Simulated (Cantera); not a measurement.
## Fe₃O₄ + C + CO (carbothermic reduction)

Charge: 1 mol Fe₃O₄, 1.8 mol C, 0.019 mol CO, equilibrated at 1750 °C.

These are equilibrium values from Cantera (NASA tables, ideal gas, pure condensed phases), not measurements of a reactor. Candidate condensed phases: C, Fe, Fe(CO)₅, FeO, Fe₂O₃, Fe₃O₄; 15 gas species. Each liquid is taken as pure. Mutual solubility and eutectic melting of coexisting phases are not modelled. The tables' stoichiometric FeO is somewhat more stable than real wüstite, so its field is too wide. FeO: taken at fixed stoichiometry. Kinetics and transport are ignored.

From 10.0 Pa to 52.0 Pa the condensed part is FeO(l). From 270 Pa to 1000000 Pa the condensed part is Fe(l) + FeO(l). The main Fe-bearing gas is Fe throughout.

```json
[
 {"P (Pa)": "10", "x CO": "0.220", "x Fe": "0.476", "x CO₂": "0.219", "x FeO": "0.0467", "x O₂": "0.0254", "x O": "0.0127", "n FeO(l)": "0.835", "n Fe(l)": "0"},
 {"P (Pa)": "52", "x CO": "0.490", "x Fe": "0.384", "x CO₂": "0.116", "x FeO": "0.00898", "x O₂": "0.000278", "x O": "0.000583", "n FeO(l)": "1.82", "n Fe(l)": "0"},
 {"P (Pa)": "270", "x CO": "0.748", "x Fe": "0.174", "x CO₂": "0.0755", "x FeO": "0.00173", "x O₂": "9.64e-6", "x O": "4.76e-5", "n FeO(l)": "2.03", "n Fe(l)": "0.582"},
 {"P (Pa)": "1400", "x CO": "0.877", "x Fe": "0.0336", "x CO₂": "0.0885", "x FeO": "0.000333", "x O₂": "1.86e-6", "x O": "9.18e-6", "n FeO(l)": "2.03", "n Fe(l)": "0.903"},
 {"P (Pa)": "7200", "x CO": "0.902", "x Fe": "0.00654", "x CO₂": "0.0910", "x FeO": "6.48e-5", "x O₂": "3.62e-7", "x O": "1.79e-6", "n FeO(l)": "2.03", "n Fe(l)": "0.955"},
 {"P (Pa)": "37000", "x CO": "0.907", "x Fe": "0.00127", "x CO₂": "0.0915", "x FeO": "1.26e-5", "x O₂": "7.04e-8", "x O": "3.47e-7", "n FeO(l)": "2.03", "n Fe(l)": "0.964"},
 {"P (Pa)": "190000", "x CO": "0.908", "x Fe": "0.000248", "x CO₂": "0.0916", "x FeO": "2.46e-6", "x O₂": "1.37e-8", "x O": "6.77e-8", "n FeO(l)": "2.03", "n Fe(l)": "0.966"},
 {"P (Pa)": "1000000", "x CO": "0.908", "x Fe": "4.71e-5", "x CO₂": "0.0916", "x FeO": "4.67e-7", "x O₂": "2.60e-9", "x O": "1.29e-8", "n FeO(l)": "2.03", "n Fe(l)": "0.967"}
]
```
x: gas mole fraction; n: condensed amount in mol.
